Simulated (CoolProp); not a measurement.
Vapour-liquid equilibrium of n-octane (1) + o-xylene (2) at 303.8 K; x and y are mole fractions of (1).

Values from CoolProp's multi-fluid Helmholtz-energy mixture model, Beckmüller 2019 and Zhou 2012; pair parameters Bell 2016.

```tsv
x	bubble pressure (MPa)	y at the bubble point	dew pressure at overall composition x (MPa)	liquid density (mol/L)
0.05	0.001323	0.109	0.001277	8.073
0.2	0.001553	…	0.001400	…
0.35	0.001762	0.534	0.001545	…
0.5	…	0.672	0.001718	…
0.65	0.002144	0.786	0.001924	6.711
0.8	0.002323	0.884	0.002168	6.426
0.95	0.002499	0.972	0.002453	6.160
```

### Question
Some entries are withheld; supply them.

### Answer

- 0.2, y at the bubble point: 0.357
- 0.2, liquid density (mol/L): 7.694
- 0.35, liquid density (mol/L): 7.342
- 0.5, bubble pressure (MPa): 0.001958
- 0.5, liquid density (mol/L): 7.015

No azeotrope shows between x = 0.05 and 0.95.

Pair parameters are fitted to limited data, so mixtures are less certain than the pure fluids.
